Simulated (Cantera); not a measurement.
An adiabatic, constant-volume homogeneous reactor starts with CH4 : O2 : N2 = 1 : 1.67 : 6.27 (molar parts), at 1750 K and 0.650 bar. Integrator tolerance rtol = 1e-08.

Computed with Cantera and GRI-Mech 3.0 (53 species, 325 reactions).

Question: What does this change do: pressure from 0.650 bar to 1.00 bar?

Answer: 
| quantity | before | after |
|---|---|---|
| time of steepest temperature rise | 0.220 ms | 0.150 ms |
| temperature at 3.00 s | 2951 K | 2995 K |
| equilibrium temperature | 2951 K | 2995 K |
| x(CH4) at 3.00 s | <1e-12 (gas-phase equilibrium <1e-12) | <1e-12 (gas-phase equilibrium <1e-12) |
| x(O2) at 3.00 s | 0.0126 (gas-phase equilibrium 0.0126) | 0.0119 (gas-phase equilibrium 0.0119) |
| x(CO2) at 3.00 s | 0.0314 (gas-phase equilibrium 0.0314) | 0.0320 (gas-phase equilibrium 0.0320) |
| x(CO) at 3.00 s | 0.0708 (gas-phase equilibrium 0.0708) | 0.0704 (gas-phase equilibrium 0.0704) |
| x(HCO) at 3.00 s | 1.75e-7 (gas-phase equilibrium 1.75e-7) | 2.36e-7 (gas-phase equilibrium 2.36e-7) |
| x(H2O) at 3.00 s | 0.136 (gas-phase equilibrium 0.136) | 0.139 (gas-phase equilibrium 0.139) |
Above 3000 K some thermodynamic fits are extrapolated.

Question: What does this change do: pressure from 0.650 bar to 5.00 bar?

Answer: 
```
quantity                                                            before                                    after
---------------------------------  ---------------------------------------  ---------------------------------------
time of steepest temperature rise                                 0.220 ms                                  38.9 µs
temperature at 3.00 s                                               2951 K                                   3161 K
equilibrium temperature                                             2951 K                                   3161 K
x(CH4) at 3.00 s                     <1e-12 (gas-phase equilibrium <1e-12)  <1e-12 (gas-phase equilibrium 1.08e-12)
x(O2) at 3.00 s                      0.0126 (gas-phase equilibrium 0.0126)  0.00900 (gas-phase equilibrium 0.00900)
x(CO2) at 3.00 s                     0.0314 (gas-phase equilibrium 0.0314)    0.0349 (gas-phase equilibrium 0.0349)
x(CO) at 3.00 s                      0.0708 (gas-phase equilibrium 0.0708)    0.0686 (gas-phase equilibrium 0.0686)
x(HCO) at 3.00 s                   1.75e-7 (gas-phase equilibrium 1.75e-7)  6.94e-7 (gas-phase equilibrium 6.94e-7)
x(H2O) at 3.00 s                       0.136 (gas-phase equilibrium 0.136)      0.149 (gas-phase equilibrium 0.149)
```
Above 3000 K some thermodynamic fits are extrapolated.
